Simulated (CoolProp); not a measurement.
Computed with CoolProp (reference Helmholtz-energy equation of state, Smukala 2000).

**Question.** For ethylene, give the phase and the cp (kJ/(kg K)), cv (kJ/(kg K)), speed of sound (m/s) at 179.5 K and 0.101 MPa; 416.2 K and 0.101 MPa.

**Answer.** 
- 179.5 K and 0.101 MPa: gas; cp 1.29, cv 0.956, speed of sound 260
- 416.2 K and 0.101 MPa: gas; cp 1.95, cv 1.65, speed of sound 381
